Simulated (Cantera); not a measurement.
# Thermodynamics of carbothermic reduction, feed CuO + CO + H2

Charge: 1 mol CuO, 1.5 mol CO, a varied amount of H2, at 1475 °C and 0.110 bar.

Equilibrium computed with Cantera from the NASA thermochemical tables; the gas is ideal and each condensed phase is pure. Candidate condensed phases: C, C6H6, C7H8, C8H18, Cu, CuO, Cu(OH)2, Cu2O, H2O; 113 gas species. Kinetics and transport are ignored.

```tsv
n(H2) (mol)	x H2	x CO2	x CO	x H2O	x Cu	n Cu(l)
0.13	0.0127	0.545	0.373	0.0668	0.00265	0.996
0.22	0.0238	0.476	0.394	0.104	0.00265	0.995
0.36	0.0443	0.387	0.417	0.149	0.00265	0.995
0.58	0.0827	0.284	0.435	0.195	0.00265	0.994
0.95	0.156	0.177	0.434	0.230	0.00265	0.993
1.6	0.282	0.0895	0.393	0.232	0.00265	0.992
2.5	0.418	0.0446	0.329	0.205	0.00265	0.989
4.1	0.571	0.0191	0.248	0.159	0.00265	0.985
```
x: gas mole fraction; n: condensed amount in mol.

From 0.13 mol H2 to 4.1 mol H2 the condensed part is Cu(l). The main Cu-bearing gas is Cu throughout. The share of Cu in condensed phases is highest at 0.13 mol H2 (99.6 %) and lowest at 4.1 mol H2 (98.5 %).
